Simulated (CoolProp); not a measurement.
Model: reference Helmholtz-energy equation of state, Zhou 2012, in CoolProp.

Problem. Give the vapour pressure (bar), liquid density (kg/m³), vapour density (kg/m³), enthalpy of vaporisation (kJ/kg) of saturated ethylbenzene at 438.6 K.

Solution. 
```
T (K)  p (bar)  liquid density (kg/m³)  vapour density (kg/m³)  enthalpy of vaporisation (kJ/kg)
-----  -------  ----------------------  ----------------------  --------------------------------
438.6     2.09                     730                    6.57                               316
```
